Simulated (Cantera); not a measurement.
A Cantera script and what it prints.

```python
import numpy as np
import cantera as ct

gas_names = """
    CL CLO CL2 Fe FeCL FeCL2 FeCL3 FeO Fe(OH)2 Fe2CL4 Fe2CL6 H HCL HOCL HO2 H2 H2O H2O2 O OH O2 O3
""".split()
cond_names = """
    Fe(a) Fe(c) Fe(d) Fe(L) FeCL2(s) FeCL2(L) FeCL3(s) FeCL3(L) FeO(s) FeO(L) Fe(OH)2(s) Fe(OH)3(s)
    Fe2O3(s) Fe3O4(s) H2O(s) H2O(L)
""".split()


def load(file, names, dense=False):
    # The tables refer to 1 bar. Condensed volumes are neglected.
    table = {s.name: s for s in ct.Species.list_from_file(file)}
    out = []
    for n in names:
        d = dict(table[n].input_data)
        d["thermo"] = dict(d["thermo"], **{"reference-pressure": 1e5})
        if dense:
            d["equation-of-state"] = {"model": "constant-volume", "density": "1e6 g/cm^3"}
        out.append(ct.Species.from_dict(d))
    return out


gas = ct.Solution(thermo="ideal-gas", species=load("nasa_gas.yaml", gas_names))
cond = {s.name: ct.Solution(thermo="fixed-stoichiometry", species=[s], name=s.name)
        for s in load("nasa_condensed.yaml", cond_names, dense=True)}
atoms = {
    'Fe2O3': {'Fe': 2, 'O': 3},
    'HCl': {'H': 1, 'CL': 1},
    'O2': {'O': 2},
}
top_T = {'Fe2O3(s)': 1830, 'Fe3O4(s)': 1870}  # K; cautious upper limits of use, not melting points


def equilibrate(T, P, feed):
    n = {}
    for name, mol in feed.items():
        for a, k in atoms[name].items():
            n[a] = n.get(a, 0.0) + k * mol
    gas.TPX = T, P, n
    mass = sum(n.values()) * gas.mean_molecular_weight
    gas.equilibrate("TP")
    valid = [c for c in cond.values() if c.min_temp <= T <= top_T.get(c.name, c.max_temp)]
    mix = ct.Mixture([(gas, mass / gas.mean_molecular_weight)] + [(c, 0.0) for c in valid])
    mix.T, mix.P = T, P
    mix.equilibrate("TP", solver="vcs", rtol=1e-11, max_steps=5000)
    return mix


results = []
feed = {'Fe2O3': 1, 'HCl': 1.5, 'O2': 0.43}  # mol
P = 10000  # Pa
for T in [698, 748, 798, 848, 898, 948, 998, 1048, 1098, 1148, 1198, 1248]:
    mix = equilibrate(T, P, feed)
    results.append((T, P, feed, dict(zip(mix.species_names, mix.species_moles))))
    x = sorted(zip(gas.X, gas.species_names), reverse=True)
    print(f"T = {T:g} K  P = {P:g} Pa  gas = {mix.phase_moles(0):.4g} mol")
    print("   x: " + "  ".join(f"{s} {v:.3e}" for v, s in x if v > 1e-05))
    print("   condensed (mol): " + ("  ".join(f"{mix.phase(i).name} {mix.phase_moles(i):.4g}"
          for i in range(1, mix.n_phases) if mix.phase_moles(i) > 1e-12) or "none"))
```

Output:

```
T = 698 K  P = 10000 Pa  gas = 1.691 mol
   x: HCL 3.225e-01  H2O 2.822e-01  CL2 2.822e-01  O2 1.131e-01
   condensed (mol): Fe2O3(s) 1
T = 748 K  P = 10000 Pa  gas = 1.719 mol
   x: HCL 3.816e-01  H2O 2.455e-01  CL2 2.455e-01  O2 1.274e-01
   condensed (mol): Fe2O3(s) 1
T = 798 K  P = 10000 Pa  gas = 1.744 mol
   x: HCL 4.341e-01  H2O 2.129e-01  CL2 2.129e-01  O2 1.401e-01  FeCL3 2.975e-05  CL 1.302e-05
   condensed (mol): Fe2O3(s) 1
T = 848 K  P = 10000 Pa  gas = 1.767 mol
   x: HCL 4.796e-01  H2O 1.847e-01  CL2 1.845e-01  O2 1.511e-01  FeCL3 8.621e-05  CL 3.639e-05
   condensed (mol): Fe2O3(s) 0.9999
T = 898 K  P = 10000 Pa  gas = 1.787 mol
   x: HCL 5.181e-01  H2O 1.607e-01  O2 1.605e-01  CL2 1.603e-01  FeCL3 2.160e-04  CL 9.022e-05
   condensed (mol): Fe2O3(s) 0.9998
T = 948 K  P = 10000 Pa  gas = 1.804 mol
   x: HCL 5.505e-01  O2 1.685e-01  H2O 1.406e-01  CL2 1.398e-01  FeCL3 4.796e-04  CL 2.023e-04  HOCL 1.054e-05
   condensed (mol): Fe2O3(s) 0.9996
T = 998 K  P = 10000 Pa  gas = 1.818 mol
   x: HCL 5.772e-01  O2 1.753e-01  H2O 1.239e-01  CL2 1.222e-01  FeCL3 9.622e-04  CL 4.168e-04  FeCL2 3.018e-05  HOCL 1.252e-05
   condensed (mol): Fe2O3(s) 0.9991
T = 1048 K  P = 10000 Pa  gas = 1.831 mol
   x: HCL 5.989e-01  O2 1.812e-01  H2O 1.102e-01  CL2 1.070e-01  FeCL3 1.768e-03  CL 7.975e-04  FeCL2 1.118e-04  HOCL 1.451e-05
   condensed (mol): Fe2O3(s) 0.9983
T = 1098 K  P = 10000 Pa  gas = 1.842 mol
   x: HCL 6.160e-01  O2 1.864e-01  H2O 9.921e-02  CL2 9.363e-02  FeCL3 2.999e-03  CL 1.430e-03  FeCL2 3.611e-04  HOCL 1.649e-05
   condensed (mol): Fe2O3(s) 0.9969
T = 1148 K  P = 10000 Pa  gas = 1.852 mol
   x: HCL 6.286e-01  O2 1.911e-01  H2O 9.070e-02  CL2 8.139e-02  FeCL3 4.709e-03  CL 2.418e-03  FeCL2 1.029e-03  HOCL 1.842e-05  CLO 1.461e-05
   condensed (mol): Fe2O3(s) 0.9947
T = 1198 K  P = 10000 Pa  gas = 1.862 mol
   x: HCL 6.365e-01  O2 1.957e-01  H2O 8.461e-02  CL2 6.982e-02  FeCL3 6.828e-03  CL 3.867e-03  FeCL2 2.609e-03  CLO 2.137e-05  HOCL 2.028e-05
   condensed (mol): Fe2O3(s) 0.9912
T = 1248 K  P = 10000 Pa  gas = 1.872 mol
   x: HCL 6.392e-01  O2 2.004e-01  H2O 8.101e-02  CL2 5.856e-02  FeCL3 9.075e-03  FeCL2 5.900e-03  CL 5.857e-03  CLO 2.984e-05  HOCL 2.200e-05
   condensed (mol): Fe2O3(s) 0.986
```

Equilibrium computed with Cantera from the NASA thermochemical tables; the gas is ideal and each condensed phase is pure. Condensed phases not in the tables: FeOCl.
